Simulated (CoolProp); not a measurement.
R115 along the isotherm 108.85 °C: Z from the reference equation and from simpler models built on Tc = 80.0 °C, pc = 3.129 MPa, ω = 0.248; each cubic takes its own stable root.

The numbers come from the reference Helmholtz-energy equation of state, Lemmon 2016 in CoolProp.

```csv
p (MPa),phase,reference,van der Waals,Redlich-Kwong
0.489,gas,0.9596,0.9605,…
0.978,gas,0.9165,0.9182,0.9110
1.47,gas,0.8700,0.8722,0.8623
1.96,gas,0.8197,…,0.8104
2.44,gas,0.7659,0.7665,0.7553
2.93,gas,0.7053,0.7010,0.6933
3.42,supercritical,0.6382,0.6207,0.6236
3.91,supercritical,0.5644,0.5149,0.5443
4.4,supercritical,0.4884,0.4273,0.4643
4.89,supercritical,0.4250,0.4129,0.4164
5.38,supercritical,0.3903,0.4213,…
5.87,supercritical,0.3800,0.4369,0.4035
6.36,supercritical,0.3828,0.4557,0.4116
6.85,supercritical,0.3919,0.4761,0.4230
7.33,supercritical,…,…,0.4361
7.82,supercritical,0.4181,0.5188,0.4506
```

Question: Some entries are withheld; supply them.

Answer: 
- 0.489, Redlich-Kwong: 0.9566
- 1.96, van der Waals: 0.8218
- 5.38, Redlich-Kwong: 0.4023
- 7.33, reference: 0.4039
- 7.33, van der Waals: 0.4970
